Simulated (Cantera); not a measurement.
Input: 1 mol B, 6.9 mol H₂O, 26 mol H₂, held at 0.0100 bar.

Equilibrium computed with Cantera from the NASA thermochemical tables; the gas is ideal and each condensed phase is pure. Candidate condensed phases: B, B₂O₃, B₃O₃H₃, H₂O; 23 gas species. Gases not in the tables: H₃BO₃. Kinetics and transport are ignored.

log p: log10 of the partial pressure in bar; nothing condenses.

```json
[
 {"T (°C)": "1325", "log p H₂": "-2.08", "log p H₂O": "-2.83", "log p H": "-5.32", "log p HBO₂": "-3.53", "log p OH": "…", "log p BO": "-7.68"},
 {"T (°C)": "1400", "log p H₂": "-2.09", "log p H₂O": "-2.83", "log p H": "-4.99", "log p HBO₂": "-3.54", "log p OH": "…", "log p BO": "-7.22"},
 {"T (°C)": "1475", "log p H₂": "-2.09", "log p H₂O": "-2.83", "log p H": "-4.68", "log p HBO₂": "-3.54", "log p OH": "…", "log p BO": "-6.81"},
 {"T (°C)": "1550", "log p H₂": "-2.09", "log p H₂O": "-2.83", "log p H": "-4.41", "log p HBO₂": "-3.54", "log p OH": "…", "log p BO": "-6.43"},
 {"T (°C)": "1625", "log p H₂": "-2.09", "log p H₂O": "-2.83", "log p H": "-4.15", "log p HBO₂": "-3.55", "log p OH": "…", "log p BO": "-6.08"},
 {"T (°C)": "1700", "log p H₂": "-2.09", "log p H₂O": "-2.83", "log p H": "-3.92", "log p HBO₂": "-3.56", "log p OH": "…", "log p BO": "-5.76"},
 {"T (°C)": "1775", "log p H₂": "-2.09", "log p H₂O": "-2.83", "log p H": "-3.70", "log p HBO₂": "-3.57", "log p OH": "…", "log p BO": "-5.47"},
 {"T (°C)": "1850", "log p H₂": "-2.10", "log p H₂O": "-2.84", "log p H": "-3.50", "log p HBO₂": "-3.58", "log p OH": "…", "log p BO": "-5.21"},
 {"T (°C)": "1925", "log p H₂": "-2.11", "log p H₂O": "-2.84", "log p H": "-3.31", "log p HBO₂": "-3.60", "log p OH": "…", "log p BO": "-4.97"},
 {"T (°C)": "2000", "log p H₂": "-2.12", "log p H₂O": "-2.85", "log p H": "-3.14", "log p HBO₂": "-3.62", "log p OH": "…", "log p BO": "-4.75"}
]
```

**Question.** Complete the blanks.

**Answer.** 
- 1325, log p OH: -7.47
- 1400, log p OH: -7.05
- 1475, log p OH: -6.66
- 1550, log p OH: -6.31
- 1625, log p OH: -5.98
- 1700, log p OH: -5.68
- 1775, log p OH: -5.40
- 1850, log p OH: -5.14
- 1925, log p OH: -4.90
- 2000, log p OH: -4.67
